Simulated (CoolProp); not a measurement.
A single-stage vapour-compression cycle with the fluid: evaporating at 286.15 K (dew point), condensing at 311.15 K (bubble point), superheat 2 K, subcooling 8 K, compressor efficiency 0.9, no pressure losses. The same conditions are run with several fluids, on thermodynamics alone (safety and materials aside).

Computed with CoolProp (reference Helmholtz-energy equation of state of each fluid (R245ca: Zhou 2016; vinyl chloride: Thol 2022; n-perfluorohexane: Gao 2022; chloromethane (R40): Thol 2014; fluoroethane (R161): Wu 2012; R365MFC: Lemmon 2016)).

```csv
fluid,cooling COP,pressure ratio,discharge temperature (K),refrigerating effect (kJ/kg),volumetric capacity (kJ/m³)
R245ca,9.91,2.63,311.8,189,670
vinyl chloride,9.82,2.11,328.7,309,2320
n-perfluorohexane,9.67,2.98,311.1,80.0,194
chloromethane (R40),9.66,2.07,338.3,362,3340
fluoroethane (R161),9.54,1.98,324.7,324,4880
R365MFC,9.91,2.75,311.1,179,386
```

The compression ends wet for: n-perfluorohexane; R365MFC.
